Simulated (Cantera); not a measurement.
What does this Cantera script print?

```python
import numpy as np
import cantera as ct

gas_names = [...]  # 113 gases of nasa_gas.yaml made of C, H, O, Pb
cond_names = """
    C(gr) C6H6(L) C7H8(L) C8H18(L),n-octa H2O(s) H2O(L) Pb(cr) Pb(L) PbO(rd) PbO(yw) PbO(L) PbO2(s)
    Pb3O4(s)
""".split()


# ... load() reads the species with a 1 bar reference pressure and builds the phases ...
atoms = {
    'PbO': {'Pb': 1, 'O': 1},
    'CO': {'C': 1, 'O': 1},
    'H2': {'H': 2},
}
top_T = {'C(gr)': 4500, 'Pb3O4(s)': 820}  # K; cautious upper limits of use, not melting points


# ... equilibrate(T, P, feed) seeds the gas with the atoms and calls Mixture.equilibrate('TP', solver="vcs", rtol=1e-11, max_steps=5000) ...
results = []
feed = {'PbO': 1, 'CO': 2.7, 'H2': 0.28}  # mol
P = 760  # Pa
for T in [1375, 1425, 1475, 1525, 1575, 1625, 1675, 1725, 1775, 1825, 1875, 1925, 1975, 2025]:
    mix = equilibrate(T, P, feed)
    results.append((T, P, feed, dict(zip(mix.species_names, mix.species_moles))))

top = {s: max(r[3][s] / sum(r[3][g] for g in gas_names) for r in results) for s in gas_names}
cols = sorted((s for s in top if top[s] > 1e-05), key=lambda s: -top[s])[:8]
seen = [c for c in cond_names if any(r[3].get(c, 0) > 1e-12 for r in results)]
print("log10 of partial pressures in bar; condensed amounts in mol")
print(f"{'T/K':>10s}" + "".join(f"{s[:9]:>10s}" for s in cols + seen))
for T, P, feed, n in results:
    ng = sum(n[g] for g in gas_names)
    print(f"{T:10.4g}" + "".join(f"{np.log10(max(n[s] / ng * P / 1e5, 1e-99)):10.3f}" for s in cols)
          + "".join(f"{n.get(c, 0):10.4g}" for c in seen))
```

Result:

```
log10 of partial pressures in bar; condensed amounts in mol
       T/K        CO        Pb       CO2       H2O        H2         H       PbO        OH
      1375    -2.455    -2.719    -2.784    -3.580    -3.566    -7.248    -6.541    -9.006
      1425    -2.453    -2.719    -2.787    -3.561    -3.585    -6.959    -6.340    -8.595
      1475    -2.452    -2.719    -2.789    -3.545    -3.603    -6.688    -6.152    -8.213
      1525    -2.451    -2.719    -2.792    -3.531    -3.620    -6.436    -5.977    -7.855
      1575    -2.450    -2.719    -2.795    -3.518    -3.636    -6.199    -5.814    -7.521
      1625    -2.449    -2.720    -2.797    -3.507    -3.652    -5.977    -5.661    -7.209
      1675    -2.448    -2.720    -2.799    -3.497    -3.666    -5.768    -5.518    -6.915
      1725    -2.447    -2.720    -2.801    -3.489    -3.681    -5.571    -5.384    -6.638
      1775    -2.446    -2.720    -2.803    -3.481    -3.694    -5.386    -5.258    -6.378
      1825    -2.445    -2.721    -2.805    -3.475    -3.708    -5.210    -5.139    -6.133
      1875    -2.444    -2.722    -2.807    -3.470    -3.721    -5.044    -5.027    -5.901
      1925    -2.444    -2.722    -2.809    -3.466    -3.734    -4.887    -4.922    -5.682
      1975    -2.443    -2.723    -2.811    -3.463    -3.747    -4.737    -4.822    -5.474
      2025    -2.443    -2.724    -2.814    -3.462    -3.761    -4.596    -4.729    -5.278
```

Cantera equilibrium calculation (NASA polynomials, part measured and part estimated; ideal gas, pure solids and liquids).
